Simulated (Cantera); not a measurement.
A closed system holds: 1 mol TiCl₄, 2.4 mol N₂, equilibrated at 1.20 mbar.

Equilibrium computed with Cantera from the NASA thermochemical tables; the gas is ideal and each condensed phase is pure. Candidate condensed phases: Ti, TiCl₂, TiCl₃, TiCl₄, TiN; 9 gas species. Rates play no part.

log p: log10 of the partial pressure in bar; nothing condenses.

```csv
T (K),log p N₂,log p TiCl₄,log p TiCl₃,log p Cl,log p Cl₂
973,-3.07,-3.45,-7.57,-7.75,___
1048,-3.07,-3.45,-6.94,-7.05,___
1123,-3.07,-3.45,-6.39,-6.46,___
1198,-3.07,-3.45,-5.89,-5.94,___
1273,-3.07,-3.46,-5.46,-5.49,___
1348,-3.08,-3.47,-5.07,-5.09,___
1423,-3.08,-3.48,-4.73,-4.75,___
```

Q: Complete the blanks.

A: 
- 973, log p Cl₂: -8.33
- 1048, log p Cl₂: -7.88
- 1123, log p Cl₂: -7.51
- 1198, log p Cl₂: -7.21
- 1273, log p Cl₂: -6.95
- 1348, log p Cl₂: -6.73
- 1423, log p Cl₂: -6.55
